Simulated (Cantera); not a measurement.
Input (Python, Cantera) and output of one run.

```python
import numpy as np
import cantera as ct

gas_names = """
    CL CL2 H HCL H2 N NH NH2 NH3 N2 N2H2 N2H4 Si SiCL SiCL2 SiCL3 SiCL4 SiH SiHCL3 SiH2 SiH2CL2 SiH3
    SiH3CL SiH4 SiN Si2 Si2N Si3
""".split()
cond_names = """
    NH4CL(a) NH4CL(b) Si(cr) Si(L) Si3N4(a)
""".split()


# ... load() reads the species with a 1 bar reference pressure and builds the phases ...
atoms = {
    'Si2Cl6': {'Si': 2, 'CL': 6},
    'N2': {'N': 2},
    'H2': {'H': 2},
}
top_T = {'Si3N4(a)': 2400}  # K; cautious upper limits of use, not melting points


# ... equilibrate(T, P, feed) seeds the gas with the atoms and calls Mixture.equilibrate('TP', solver="vcs", rtol=1e-11, max_steps=5000) ...
results = []
feed = {'Si2Cl6': 1, 'N2': 3.5, 'H2': 18}  # mol
T = 1048  # K
P = 10000  # Pa
mix = equilibrate(T, P, feed)
results.append((T, P, feed, dict(zip(mix.species_names, mix.species_moles))))
print(gas.report(threshold=1e-05))
for i in range(1, mix.n_phases):
    print(f"{mix.phase(i).name:16s} {mix.phase_moles(i):12.5e} mol")
```

Output:

```
       temperature   1048 K
          pressure   10000 Pa
           density   0.015605 kg/m^3
  mean mol. weight   13.598 kg/kmol
   phase of matter   gas

                          1 kg             1 kmol
                     ---------------   ---------------
          enthalpy       -1.9673e+05        -2.675e+06  J
   internal energy       -8.3754e+05       -1.1389e+07  J
           entropy             15814        2.1503e+05  J/K
    Gibbs function        -1.677e+07       -2.2803e+08  J
 heat capacity c_p            2304.9             31341  J/K
 heat capacity c_v            1693.4             23026  J/K

                      mass frac. Y      mole frac. X     chem. pot. / RT
                     ---------------   ---------------   ---------------
               HCL           0.64768           0.24156           -38.715
                H2           0.09745           0.65729           -20.346
                N2           0.19913          0.096654           -29.623
             SiCL3        0.00014638        1.4806e-05           -101.48
             SiCL4          0.054372          0.004352           -130.02
            SiHCL3         0.0012066        0.00012113           -111.66
     [  +22 minor]        1.8496e-05        8.4466e-06

Si(cr)            0.00000e+00 mol
Si3N4(a)          6.32052e-01 mol
```

Method: chemical equilibrium by Gibbs-energy minimisation in Cantera with the NASA 1993 tables (ideal gas, pure condensed phases). The feed counts by its element totals alone. N2 is the only nitrogen source here; it is nearly inert below about 1500 K, so the nitride shown seldom forms there in practice. The tables' values for SiCl3 are old estimates; treat these amounts as uncertain.
